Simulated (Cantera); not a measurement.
A perfectly stirred reactor is fed with 0.826 % C2H6, 99.2 % N2, at 1.01 bar; it is held at 1848 K, and followed from long to short residence time.

Model: GRI-Mech 3.0 (53 species, 325 reactions), integrated in Cantera. GRI-Mech 3.0 stops at C3 and has no aromatics, soot or wall deposition, so with more carbon than oxygen in the feed, carbon stays in small species such as C2H2 where larger ones or solid carbon would form.

Q: Predict: x(C2H6) at τ = 16.0 s; x(C2H) at τ = 16.0 s; x(CH2) at τ = 16.0 s; x(H2) at τ = 16.0 s; x(C2H4) at τ = 16.0 s; x(C2H6) at τ = 83.0 ms; x(C2H) at τ = 83.0 ms; x(CH2) at τ = 83.0 ms; x(H2) at τ = 83.0 ms; x(C2H4) at τ = 83.0 ms.

A: 
| Item | Result |
|---|---|
| x(C2H6) at τ = 16.0 s | 1.23e-8 |
| x(C2H) at τ = 16.0 s | 3.45e-7 |
| x(CH2) at τ = 16.0 s | 3.55e-8 |
| x(H2) at τ = 16.0 s | 0.0161 |
| x(C2H4) at τ = 16.0 s | 2.18e-6 |
| x(C2H6) at τ = 83.0 ms | 2.18e-6 |
| x(C2H) at τ = 83.0 ms | 4.74e-7 |
| x(CH2) at τ = 83.0 ms | 5.76e-7 |
| x(H2) at τ = 83.0 ms | 0.0149 |
| x(C2H4) at τ = 83.0 ms | 1.76e-5 |
